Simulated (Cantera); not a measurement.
Charge: 1 mol HI, 0.82 mol O2, 12 mol N2, equilibrated at 7500 Torr.

Method: chemical equilibrium by Gibbs-energy minimisation in Cantera with the NASA 1993 tables (ideal gas, pure condensed phases). Candidate condensed phases: H2O, I2; 27 gas species. Rates play no part. All values below are at 2725 °C.

Base state: N2 0.837, I 0.0693, O2 0.0279, H2O 0.0267, NO 0.0179, OH 0.00926, O 0.00594, H 0.00235 (mole fractions); condensed: gas only.

Problem. What changes in the equilibrium state with this change: pressure from 7500 Torr to 100 Torr?

Solution. 
| species | before | after |
|---|---|---|
| N2 | 0.837 | 0.803 |
| I | 0.0693 | 0.0673 |
| O | 0.00594 | 0.0417 |
| H | 0.00235 | 0.0320 |
| H2O | 0.0267 | 0.00617 |
| O2 | 0.0279 | 0.0184 |
| OH | 0.00926 | 0.0118 |
| NO | 0.0179 | 0.0142 |
| I2 | 5.94e-5 | 7.46e-7 |
| NO2 | 1.20e-5 | 8.94e-7 |
| N | 3.98e-6 | 3.37e-5 |
| HI | 0.00111 | 0.000195 |
